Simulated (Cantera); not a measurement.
**MgO + SO2 + CO2 (roasting and sulfation)**

Input: 1 mol MgO, 0.23 mol SO2, a varied amount of CO2, equilibrated at 1100 K and 4.20 bar.

Cantera equilibrium calculation (NASA polynomials, part measured and part estimated; ideal gas, pure solids and liquids). Candidate condensed phases: C, Mg, MgCO3, MgO, MgS, MgSO4, S; 26 gas species. Equilibrium is a limit: real reactors are often held back by kinetics, nucleation or transport.

```csv
n(CO2) (mol),x CO2,x SO2,x SO3,x CO,x SO,x S2O,x S2,x O2,n MgO(s)
0.05,0.179,0.821,1.22e-5,9.99e-6,1.80e-6,1.08e-7,1.71e-8,1.36e-10,1.00
0.081,0.260,0.740,1.34e-5,1.19e-5,1.33e-6,4.80e-8,6.19e-9,2.03e-10,1.00
0.13,0.361,0.639,1.44e-5,1.34e-5,9.27e-7,1.89e-8,1.97e-9,3.10e-10,1.00
0.21,0.477,0.523,1.47e-5,1.41e-5,6.05e-7,6.43e-9,5.35e-10,4.87e-10,1.00
0.34,0.596,0.403,1.43e-5,1.40e-5,3.70e-7,1.91e-9,1.26e-10,7.76e-10,1.00
0.55,0.705,0.295,1.33e-5,1.30e-5,2.14e-7,5.03e-10,2.62e-11,1.24e-9,1.00
0.88,0.793,0.207,1.17e-5,1.16e-5,1.19e-7,1.24e-10,5.12e-12,1.97e-9,1.00
1.4,0.859,0.141,1.01e-5,1.00e-5,6.45e-8,2.88e-11,<1e-12,3.13e-9,1.00
2.3,0.909,0.0909,8.30e-6,8.28e-6,3.25e-8,5.70e-12,<1e-12,5.12e-9,1.00
3.7,0.941,0.0585,6.77e-6,6.77e-6,1.65e-8,1.16e-12,<1e-12,8.22e-9,1.00
6,0.963,0.0369,5.43e-6,5.45e-6,8.18e-9,<1e-12,<1e-12,1.33e-8,1.00
```
x: gas mole fraction; n: condensed amount in mol.

From 0.05 mol CO2 to 6 mol CO2 the condensed part is MgO(s).
